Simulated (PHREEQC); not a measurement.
Solution (20 °C): 0.95 mol/kgw MgSO4, 0.14 mol/kgw H3BO3 and 0.082 mol/kgw KBr. Closed to the air; pH follows from the charge balance.

Computed with PHREEQC (Pitzer model, pitzer.dat).

```tsv
quantity	before	after
pH	4.73	4.70
HSO4- (mol/kgw)	5.13e-5	4.69e-5
MgOH+ (mol/kgw)	1.62e-8	9.86e-9
SI of Epsomite (MgSO4:7H2O)	-0.70	-0.65
SI of Hexahydrite (MgSO4:6H2O)	-1.02	-1.02
```

### Question
Name the change that produced these shifts.
A. temperature from 20 to 15 °C
B. KBr from 0.082 to 0.0082 mol/kgw
C. MgSO4 from 0.95 to 0.475 mol/kgw
D. diluted 100-fold with water
E. H3BO3 left out

### Answer
A, temperature from 20 to 15 °C

No solid was allowed to form. In brines, pH and single-ion activities rest on the MacInnes convention.
